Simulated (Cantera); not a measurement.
A perfectly stirred reactor is fed with CO : H₂ : O₂ : N₂ = 1 : 0.86 : 0.979 : 3.68 (molar parts), at 1.60 bar; it is adiabatic with a 375 K inlet, and is followed from long to short residence time, starting on the burning branch (τ in s: 0.031, 0.013, 0.0058, 0.0025, 0.0011, 0.00047, 0.0002, 8.8e-05, 3.8e-05).

Model: GRI-Mech 3.0 (53 species, 325 reactions), integrated in Cantera.

x: mole fraction; the columns are a selection and need not sum to one.

```
τ (s)         T (K)        x CO        x H₂        x O₂  x H₂O       x CO₂        x OH         x H
-------  ----------  ----------  ----------  ----------  -----  ----------  ----------  ----------
0.031          2379      0.0221     0.00353      0.0181  0.144       0.154     0.00635    0.000868
0.013          2357      0.0245     0.00398      0.0199  0.143       0.151     0.00690     0.00110
0.0058         2318  (withheld)  (withheld)  (withheld)  0.141       0.147  (withheld)  (withheld)
0.0025         2252      0.0346     0.00612      0.0258  0.138       0.140     0.00882     0.00258
0.0011         2164      0.0417     0.00790      0.0298  0.134       0.131     0.00991     0.00439
0.00047        2052      0.0495      0.0101      0.0344  0.128       0.122      0.0107     0.00755
0.00020        1918      0.0574      0.0125      0.0394  0.122       0.112      0.0107      0.0124
8.8e-5         1767      0.0663      0.0147      0.0455  0.115       0.101     0.00980      0.0186
3.8e-5   (withheld)  (withheld)  (withheld)  (withheld)  0.110  (withheld)  (withheld)  (withheld)
```

### Question
Complete the blanks.

### Answer

- 0.0058, x CO: 0.0285
- 0.0058, x H₂: 0.00477
- 0.0058, x O₂: 0.0223
- 0.0058, x OH: 0.00771
- 0.0058, x H: 0.00157
- 3.8e-5, T (K): 1571
- 3.8e-5, x CO: 0.0841
- 3.8e-5, x H₂: 0.0173
- 3.8e-5, x O₂: 0.0568
- 3.8e-5, x CO₂: 0.0813
- 3.8e-5, x OH: 0.00749
- 3.8e-5, x H: 0.0231
